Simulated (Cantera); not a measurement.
An isothermal, constant-pressure homogeneous reactor starts with 3.91 % H₂, 96.1 % O₂, at 1025 K and 16.5 Torr.

Detailed kinetics in Cantera: the H2/O2 subset of GRI-Mech 3.0, which has no nitrogen chemistry. Radical loss at walls, strong at low pressure, is not modelled. The temperature is held fixed by assumption; the heat of reaction is taken as removed at once.

x: mole fraction; the columns are a selection and need not sum to one.

| t (s) | x H₂ | x O₂ | x OH | x H | x HO₂ |
|---|---|---|---|---|---|
| 0.000100 | 0.0391 | 0.961 | 4.49e-11 | 8.17e-11 | 1.18e-10 |
| 0.000251 | 0.0391 | 0.961 | 1.95e-10 | 2.30e-10 | 3.02e-10 |
| 0.000631 | 0.0391 | 0.961 | 1.63e-9 | … | 8.17e-10 |
| 0.00158 | 0.0391 | 0.961 | 1.60e-7 | … | 1.01e-8 |
| 0.00398 | 0.0228 | 0.950 | 0.00248 | … | 8.86e-6 |
| 0.0100 | 0.000494 | 0.948 | 0.00115 | … | 7.99e-6 |
| 0.0251 | 0.000122 | 0.957 | 0.000542 | … | 4.98e-6 |
| 0.0631 | 2.26e-5 | 0.959 | 0.000230 | … | 2.26e-6 |
| 0.158 | 3.67e-6 | 0.960 | 9.61e-5 | … | 7.60e-7 |
| 0.398 | 6.26e-7 | 0.960 | 4.21e-5 | … | 2.14e-7 |
| 1.00 | 1.26e-7 | 0.960 | 2.00e-5 | … | 5.91e-8 |

**Question.** What belongs in the gaps?

**Answer.** 
- 0.000631, x H: 1.62e-9
- 0.00158, x H: 1.55e-7
- 0.00398, x H: 0.00490
- 0.0100, x H: 0.00260
- 0.0251, x H: 0.000348
- 0.0631, x H: 2.88e-5
- 0.158, x H: 2.09e-6
- 0.398, x H: 1.72e-7
- 1.00, x H: 1.84e-8
